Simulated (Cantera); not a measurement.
A Cantera script and what it prints.

```python
import numpy as np
import cantera as ct

gas_names = """
    H HNO HNO2 HNO3 HO2 H2 H2O H2O2 N NH NH2 NH3 NH2OH NO NO2 NO3 N2 N2H2 N2H4 N2O O OH O2 O3 Si SiH
    SiH2 SiH3 SiH4 SiN SiO SiO2 Si2 Si2N Si3
""".split()
cond_names = """
    H2O(s) H2O(L) Si(cr) Si(L) SiO2(Lqz) SiO2(hqz) SiO2(L) Si2N2O(s) Si3N4(a)
""".split()


# ... load() reads the species with a 1 bar reference pressure and builds the phases ...
atoms = {
    'Si3N4': {'Si': 3, 'N': 4},
    'N2O': {'N': 2, 'O': 1},
    'N2': {'N': 2},
    'H2O': {'H': 2, 'O': 1},
}
top_T = {'Si2N2O(s)': 2100, 'Si3N4(a)': 2400}  # K; cautious upper limits of use, not melting points


# ... equilibrate(T, P, feed) seeds the gas with the atoms and calls Mixture.equilibrate('TP', solver="vcs", rtol=1e-11, max_steps=5000) ...
results = []
T = 2098  # K
P = 240  # Pa
for m in [0.077, 0.11, 0.16, 0.22, 0.32, 0.45, 0.64, 0.91, 1.3]:
    feed = {'Si3N4': 1, 'N2O': 1.9, 'N2': 260, 'H2O': m}  # mol
    mix = equilibrate(T, P, feed)
    results.append((T, P, feed, dict(zip(mix.species_names, mix.species_moles))))
    x = sorted(zip(gas.X, gas.species_names), reverse=True)
    print(f"T = {T:g} K  P = {P:g} Pa  n(H2O) = {m:g} mol  gas = {mix.phase_moles(0):.4g} mol")
    print("   x: " + "  ".join(f"{s} {v:.3e}" for v, s in x if v > 1e-06))
    print("   condensed (mol): " + ("  ".join(f"{mix.phase(i).name} {mix.phase_moles(i):.4g}"
          for i in range(1, mix.n_phases) if mix.phase_moles(i) > 1e-12) or "none"))
```

Result:

```
T = 2098 K  P = 240 Pa  n(H2O) = 0.077 mol  gas = 267 mol
   x: N2 9.883e-01  SiO 7.404e-03  Si 3.779e-03  H 4.659e-04  H2 5.502e-05  SiN 3.834e-05  Si2 3.404e-06  Si2N 3.202e-06
   condensed (mol): none
T = 2098 K  P = 240 Pa  n(H2O) = 0.11 mol  gas = 267.1 mol
   x: N2 9.881e-01  SiO 7.526e-03  Si 3.656e-03  H 6.248e-04  H2 9.895e-05  SiN 3.709e-05  Si2 3.187e-06  Si2N 2.997e-06
   condensed (mol): none
T = 2098 K  P = 240 Pa  n(H2O) = 0.16 mol  gas = 267.2 mol
   x: N2 9.878e-01  SiO 7.711e-03  Si 3.471e-03  H 8.394e-04  H2 1.786e-04  SiN 3.521e-05  Si2 2.872e-06  Si2N 2.701e-06  SiH 1.238e-06
   condensed (mol): none
T = 2098 K  P = 240 Pa  n(H2O) = 0.22 mol  gas = 267.3 mol
   x: N2 9.874e-01  SiO 7.932e-03  Si 3.248e-03  H 1.067e-03  H2 2.887e-04  SiN 3.295e-05  Si2 2.516e-06  Si2N 2.365e-06  SiH 1.473e-06
   condensed (mol): none
T = 2098 K  P = 240 Pa  n(H2O) = 0.32 mol  gas = 267.4 mol
   x: N2 9.869e-01  SiO 8.302e-03  Si 2.878e-03  H 1.399e-03  H2 4.962e-04  SiN 2.919e-05  Si2 1.975e-06  Si2N 1.857e-06  SiH 1.711e-06
   condensed (mol): none
T = 2098 K  P = 240 Pa  n(H2O) = 0.45 mol  gas = 267.6 mol
   x: N2 9.862e-01  SiO 8.782e-03  Si 2.398e-03  H 1.771e-03  H2 7.952e-04  SiN 2.430e-05  SiH 1.805e-06  Si2 1.371e-06  Si2N 1.288e-06
   condensed (mol): none
T = 2098 K  P = 240 Pa  n(H2O) = 0.64 mol  gas = 267.8 mol
   x: N2 9.853e-01  SiO 9.483e-03  H 2.238e-03  Si 1.696e-03  H2 1.270e-03  SiN 1.718e-05  SiH 1.613e-06
   condensed (mol): none
T = 2098 K  P = 240 Pa  n(H2O) = 0.91 mol  gas = 268.2 mol
   x: N2 9.840e-01  SiO 1.048e-02  H 2.803e-03  H2 1.991e-03  Si 7.001e-04  SiN 7.089e-06
   condensed (mol): none
T = 2098 K  P = 240 Pa  n(H2O) = 1.3 mol  gas = 268.7 mol
   x: N2 9.822e-01  SiO 1.116e-02  H 3.238e-03  H2 2.657e-03  H2O 5.252e-04  OH 7.596e-05  O 6.603e-05  NO 5.692e-05  SiO2 9.118e-06  O2 5.567e-06
   condensed (mol): none
```

These are equilibrium values from Cantera (NASA tables, ideal gas, pure condensed phases), not measurements of a reactor. The tables' values for SiN are old estimates; treat these amounts as uncertain.
